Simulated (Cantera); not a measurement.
# B2O3 + H2 + HCl (boron, boron nitride and boron oxide)

Charge: 1 mol B2O3, 56 mol H2, 0.0015 mol HCl, held at 0.390 bar.

Method: chemical equilibrium by Gibbs-energy minimisation in Cantera with the NASA 1993 tables (ideal gas, pure condensed phases). Candidate condensed phases: B, B2O3, B3O3H3, H2O; 33 gas species. Equilibrium is a limit: real reactors are often held back by kinetics, nucleation or transport.

At 1450 °C the condensed part is B2O3(l). From 1500 °C to 1850 °C nothing is condensed. The main B-bearing gas is HBO throughout.

| T (°C) | log p H2 | log p HBO | log p HBO2 | log p H | log p H2O | log p B2O3 | n B2O3(l) |
|---|---|---|---|---|---|---|---|
| 1450 | -0.42 | -2.41 | -2.50 | -3.95 | -3.25 | -2.95 | 0.295 |
| 1500 | -0.42 | -2.29 | -2.36 | -3.76 | -3.14 | -2.75 | 0 |
| 1550 | -0.42 | -2.27 | -2.37 | -3.57 | -3.07 | -2.78 | 0 |
| 1600 | -0.42 | -2.25 | -2.37 | -3.40 | -3.00 | -2.81 | 0 |
| 1650 | -0.42 | -2.23 | -2.37 | -3.24 | -2.94 | -2.84 | 0 |
| 1700 | -0.43 | -2.22 | -2.38 | -3.08 | -2.88 | -2.87 | 0 |
| 1750 | -0.43 | -2.20 | -2.39 | -2.93 | -2.83 | -2.91 | 0 |
| 1800 | -0.43 | -2.19 | -2.40 | -2.79 | -2.78 | -2.94 | 0 |
| 1850 | -0.43 | -2.18 | -2.41 | -2.66 | -2.73 | -2.98 | 0 |
log p: log10 of the partial pressure in bar; n: condensed amount in mol.
